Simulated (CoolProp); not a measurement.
Vapour-liquid equilibrium of R125 (1) + R1234yf (2) at 308.8 K; x and y are mole fractions of (1).

Values from CoolProp's multi-fluid Helmholtz-energy mixture model, Lemmon 2005 and Lemmon 2022; pair parameters Bell 2023.

```csv
x,bubble pressure (MPa),y at the bubble point,dew pressure at overall composition x (MPa),liquid density (mol/L)
0.05,0.9521,0.081,0.9359,9.227
0.15,1.036,0.226,0.9902,9.245
0.25,1.120,0.353,1.050,9.261
0.35,1.205,0.466,1.117,9.276
0.45,1.292,0.567,1.192,9.289
0.55,1.380,0.660,1.276,9.301
0.65,1.470,0.744,1.370,9.311
0.75,1.563,0.823,1.477,9.320
0.85,1.658,0.897,1.597,9.328
0.95,1.757,0.967,1.733,9.333
```

No azeotrope shows between x = 0.05 and 0.95.

Pair parameters are fitted to limited data, so mixtures are less certain than the pure fluids.
